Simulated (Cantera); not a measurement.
Feed: 1 mol MgO, a varied amount of HF, at 1923.15 K and 7.50 Torr.

Cantera equilibrium calculation (NASA polynomials, part measured and part estimated; ideal gas, pure solids and liquids). Candidate condensed phases: H₂O, Mg, MgF₂, MgO, Mg(OH)₂; 31 gas species. Rates play no part.

Task: Which condensed phases are stable at each of these points (n(HF) (mol)): 3.5, 4.8, 6.2, 7.6, 9, 10, 12, 13, 15, 16, 17, 19, 20?

Result: 
| n(HF) (mol) | condensed phases | Mg condensed (%) |
|---|---|---|
| 3.5 | MgO(s) | 67.1 |
| 4.8 | MgO(s) | 54.9 |
| 6.2 | MgO(s) | 41.8 |
| 7.6 | MgO(s) | 28.6 |
| 9 | MgO(s) | 15.5 |
| 10 | MgO(s) | 6.1 |
| 12 | gas only | 0.0 |
| 13 | gas only | 0.0 |
| 15 | gas only | 0.0 |
| 16 | gas only | 0.0 |
| 17 | gas only | 0.0 |
| 19 | gas only | 0.0 |
| 20 | gas only | 0.0 |

From 3.5 mol HF to 10 mol HF the condensed part is MgO(s). From 12 mol HF to 20 mol HF nothing is condensed.
